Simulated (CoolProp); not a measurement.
Vapour pressure (bar) of fluorine: the reference equation beside estimates from Tc = 144.4 K, pc = 52.40 bar, ω = 0.045.

Values from CoolProp's reference Helmholtz-energy equation of state, de Reuck 1990.

| T (K) | reference | Lee-Kesler | Soave-Redlich-Kwong |
|---|---|---|---|
| 93.6 | 2.454 | … | 2.482 |
| 98.5 | … | 3.832 | 3.826 |
| 103.4 | 5.575 | … | 5.648 |
| 108.3 | … | 8.009 | 8.042 |
| 113.2 | … | 11.02 | 11.10 |
| 118.1 | 14.67 | 14.76 | 14.91 |
| 123 | … | … | 19.58 |
| 127.9 | 24.78 | … | 25.20 |

Question: Complete the blanks.

Answer: 
- 93.6, Lee-Kesler: 2.492
- 98.5, reference: 3.779
- 103.4, Lee-Kesler: 5.643
- 108.3, reference: 7.928
- 113.2, reference: 10.93
- 123, reference: 19.25
- 123, Lee-Kesler: 19.33
- 127.9, Lee-Kesler: 24.85

Absolute difference from the reference over all 8 rows, mean and median: Lee-Kesler 0.9 and 0.9 %, Soave-Redlich-Kwong 1.5 and 1.5 %.
